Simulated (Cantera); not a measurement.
What does this Cantera script print?

```python
import numpy as np
import cantera as ct

gas_names = """
    CL CLO CL2 H HCL HOCL HO2 H2 H2O H2O2 Mg MgCL MgCL2 MgH MgO MgOH MgO2H2 Mg2 O OH O2 O3
""".split()
cond_names = """
    H2O(s) H2O(L) Mg(cr) Mg(L) MgCL2(s) MgCL2(L) MgO(s) MgO(L) MgO2H2(s)
""".split()


# ... load() reads the species with a 1 bar reference pressure and builds the phases ...
atoms = {
    'MgCl2': {'Mg': 1, 'CL': 2},
    'H2O': {'H': 2, 'O': 1},
    'H2': {'H': 2},
}
top_T = {}  # K; cautious upper limits of use, not melting points


# ... equilibrate(T, P, feed) seeds the gas with the atoms and calls Mixture.equilibrate('TP', solver="vcs", rtol=1e-11, max_steps=5000) ...
results = []
feed = {'MgCl2': 1, 'H2O': 1.4, 'H2': 3.2}  # mol
P = 133.322  # Pa
for T in [1050, 1125, 1200, 1275, 1350, 1425, 1500, 1575, 1650, 1725, 1800, 1875, 1950]:
    mix = equilibrate(T, P, feed)
    results.append((T, P, feed, dict(zip(mix.species_names, mix.species_moles))))

top = {s: max(r[3][s] / sum(r[3][g] for g in gas_names) for r in results) for s in gas_names}
cols = sorted((s for s in top if top[s] > 0.001), key=lambda s: -top[s])[:9]
seen = [c for c in cond_names if any(r[3].get(c, 0) > 1e-12 for r in results)]
print("log10 of partial pressures in bar; condensed amounts in mol")
print(f"{'T/K':>10s}" + "".join(f"{s[:9]:>10s}" for s in cols + seen))
for T, P, feed, n in results:
    ng = sum(n[g] for g in gas_names)
    print(f"{T:10.4g}" + "".join(f"{np.log10(max(n[s] / ng * P / 1e5, 1e-99)):10.3f}" for s in cols)
          + "".join(f"{n.get(c, 0):10.4g}" for c in seen))
```

Output:

```
log10 of partial pressures in bar; condensed amounts in mol
       T/K        H2       HCL       H2O     MgCL2         H        Mg        CL      MgCL    MgO(s)
      1050    -3.118    -3.322    -4.021    -6.994    -9.650   -15.390    -9.894   -14.167    0.9996
      1125    -3.118    -3.323    -4.020    -6.518    -8.911   -13.760    -9.168   -12.862    0.9987
      1200    -3.118    -3.324    -4.018    -6.106    -8.264   -12.339    -8.531   -11.726    0.9967
      1275    -3.118    -3.326    -4.013    -5.751    -7.692   -11.092    -7.970   -10.730    0.9925
      1350    -3.118    -3.329    -4.005    -5.444    -7.182    -9.990    -7.472    -9.855    0.9849
      1425    -3.118    -3.335    -3.992    -5.182    -6.725    -9.013    -7.028    -9.082    0.9724
      1500    -3.118    -3.343    -3.974    -4.962    -6.314    -8.142    -6.632    -8.400     0.954
      1575    -3.119    -3.355    -3.951    -4.778    -5.941    -7.364    -6.277    -7.795    0.9297
      1650    -3.119    -3.370    -3.925    -4.627    -5.601    -6.664    -5.957    -7.258    0.8995
      1725    -3.121    -3.388    -3.895    -4.504    -5.292    -6.034    -5.669    -6.779    0.8634
      1800    -3.125    -3.409    -3.862    -4.409    -5.009    -5.466    -5.408    -6.354    0.8183
      1875    -3.136    -3.433    -3.822    -4.342    -4.751    -4.962    -5.170    -5.984    0.7538
      1950    -3.160    -3.461    -3.766    -4.309    -4.520    -4.530    -4.947    -5.673    0.6468
```

These are equilibrium values from Cantera (NASA tables, ideal gas, pure condensed phases), not measurements of a reactor.
